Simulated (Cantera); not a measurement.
What does this Cantera script print?

```python
import numpy as np
import cantera as ct

gas_names = """
    F F2 H HF H2 H2F2 H3F3 H4F4 H5F5 H6F6 H7F7 Mg MgF MgF2 MgH Mg2 Mg2F4
""".split()
cond_names = """
    Mg(cr) Mg(L) MgF2(s) MgF2(L)
""".split()


# ... load() reads the species with a 1 bar reference pressure and builds the phases ...
atoms = {
    'MgF2': {'Mg': 1, 'F': 2},
    'H2': {'H': 2},
}
top_T = {}  # K; cautious upper limits of use, not melting points


# ... equilibrate(T, P, feed) seeds the gas with the atoms and calls Mixture.equilibrate('TP', solver="vcs", rtol=1e-11, max_steps=5000) ...
results = []
feed = {'MgF2': 1, 'H2': 0.61}  # mol
P = 0.71  # Pa
for T in [725, 875, 1025, 1175, 1325, 1475, 1625, 1775, 1925, 2075]:
    mix = equilibrate(T, P, feed)
    results.append((T, P, feed, dict(zip(mix.species_names, mix.species_moles))))
    x = sorted(zip(gas.X, gas.species_names), reverse=True)
    print(f"T = {T:g} K  P = {P:g} Pa  gas = {mix.phase_moles(0):.4g} mol")
    print("   x: " + "  ".join(f"{s} {v:.3e}" for v, s in x if v > 0.001))
    print("   condensed (mol): " + ("  ".join(f"{mix.phase(i).name} {mix.phase_moles(i):.4g}"
          for i in range(1, mix.n_phases) if mix.phase_moles(i) > 1e-12) or "none"))
```

Result:

```
T = 725 K  P = 0.71 Pa  gas = 0.61 mol
   x: H2 1.000e+00
   condensed (mol): MgF2(s) 1
T = 875 K  P = 0.71 Pa  gas = 0.61 mol
   x: H2 1.000e+00
   condensed (mol): MgF2(s) 1
T = 1025 K  P = 0.71 Pa  gas = 0.6101 mol
   x: H2 9.996e-01
   condensed (mol): MgF2(s) 0.9999
T = 1175 K  P = 0.71 Pa  gas = 0.6162 mol
   x: H2 9.859e-01  HF 8.045e-03  Mg 3.974e-03  MgF2 1.895e-03
   condensed (mol): MgF2(s) 0.9963
T = 1325 K  P = 0.71 Pa  gas = 0.8259 mol
   x: H2 6.841e-01  MgF2 1.498e-01  HF 1.085e-01  Mg 5.144e-02  MgF 5.653e-03
   condensed (mol): MgF2(s) 0.8291
T = 1475 K  P = 0.71 Pa  gas = 1.862 mol
   x: MgF2 3.916e-01  HF 2.684e-01  H2 1.924e-01  Mg 1.229e-01  MgF 2.266e-02  H 2.135e-03
   condensed (mol): none
T = 1625 K  P = 0.71 Pa  gas = 2.038 mol
   x: HF 4.118e-01  MgF2 2.678e-01  Mg 1.889e-01  H2 8.949e-02  MgF 3.410e-02  H 7.921e-03
   condensed (mol): none
T = 1775 K  P = 0.71 Pa  gas = 2.161 mol
   x: HF 4.915e-01  Mg 2.240e-01  MgF2 1.953e-01  MgF 4.356e-02  H2 2.758e-02  H 1.804e-02
   condensed (mol): none
T = 1925 K  P = 0.71 Pa  gas = 2.207 mol
   x: HF 5.112e-01  Mg 2.291e-01  MgF2 1.702e-01  MgF 5.371e-02  H 2.870e-02  H2 6.398e-03
   condensed (mol): none
T = 2075 K  P = 0.71 Pa  gas = 2.233 mol
   x: HF 5.045e-01  Mg 2.235e-01  MgF2 1.598e-01  MgF 6.455e-02  H 3.894e-02  F 7.140e-03  H2 1.517e-03
   condensed (mol): none
```

These are equilibrium values from Cantera (NASA tables, ideal gas, pure condensed phases), not measurements of a reactor.
